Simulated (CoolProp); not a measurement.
Aqueous propylene glycol as a coolant, at 2 °C, 1 atm.

Model: Melinder's fits for secondary coolants, in CoolProp.

| mass % | freezing point (°C) | density (kg/m³) | cp (kJ/(kg K)) | Prandtl number | conductivity (W/(m K)) |
|---|---|---|---|---|---|
| 2 | -0.4 | 1002 | 4.175 | 13.8 | 0.556 |
| 6 | -1.5 | 1005 | 4.113 | 16.6 | 0.537 |
| 9.9 | -2.8 | 1009 | 4.062 | [?] | 0.519 |
| 13.9 | -4.4 | 1013 | 4.013 | 24.1 | 0.501 |
| 17.8 | [?] | [?] | 3.966 | 29.4 | 0.483 |
| 21.8 | -8.1 | 1022 | 3.918 | 36.3 | 0.465 |
| 25.8 | -10.2 | 1026 | 3.866 | 45.1 | 0.448 |
| 29.7 | -12.6 | 1031 | 3.812 | 56.1 | 0.431 |
| 33.7 | -15.3 | 1035 | 3.752 | 70.2 | 0.415 |
| 37.6 | -18.4 | 1039 | 3.689 | 87.1 | 0.399 |
| 41.6 | -22.1 | 1043 | 3.620 | [?] | 0.383 |
| 45.6 | -26.5 | 1047 | 3.546 | 134 | 0.367 |

**Question.** Fill in the missing entries.

**Answer.** 
- 9.9, Prandtl number: 19.9
- 17.8, freezing point (°C): -6.1
- 17.8, density (kg/m³): 1017
- 41.6, Prandtl number: 108
